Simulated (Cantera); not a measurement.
A closed system holds: 1 mol SiH2Cl2, 0.013 mol C2H2, 280 mol H2, 0.017 mol C2H4, at 1350 °C and 6.50 mbar.

Equilibrium computed with Cantera from the NASA thermochemical tables; the gas is ideal and each condensed phase is pure. Candidate condensed phases: C, C6H6, C7H8, C8H18, Si, SiC; 109 gas species. Mutual solubility and eutectic melting of coexisting phases are not modelled. Equilibrium is a limit: real reactors are often held back by kinetics, nucleation or transport.

Base state: H2 0.992, HCl 0.00676, H 0.000854, SiCl2 0.000161, Si 2.41e-5 (mole fractions); condensed: Si(s) + SiC(s).

Task: What changes in the equilibrium state with this change: temperature from 1350 °C to 1525 °C?

Result: 
```json
[
 {"species": "H2", "before": "0.992", "after": "0.988"},
 {"species": "HCl", "before": "0.00676", "after": "0.00674"},
 {"species": "H", "before": "0.000854", "after": "0.00435"},
 {"species": "Si", "before": "2.41e-5", "after": "0.000476"},
 {"species": "SiH", "before": "3.88e-6", "after": "4.37e-5"},
 {"species": "SiCl", "before": "3.65e-6", "after": "2.28e-5"},
 {"species": "Cl", "before": "4.58e-6", "after": "2.27e-5"},
 {"species": "SiH2", "before": "6.42e-6", "after": "2.92e-5"},
 {"species": "Si(s), mol", "before": "0.884", "after": "0"},
 {"species": "SiC(s), mol", "before": "0.0599", "after": "0.0585"},
 {"species": "Si(l), mol", "before": "0", "after": "0.735"}
]
```
The tables' values for SiCl are old estimates; treat these amounts as uncertain. Gases not in the tables: Si2H6 and higher silanes.
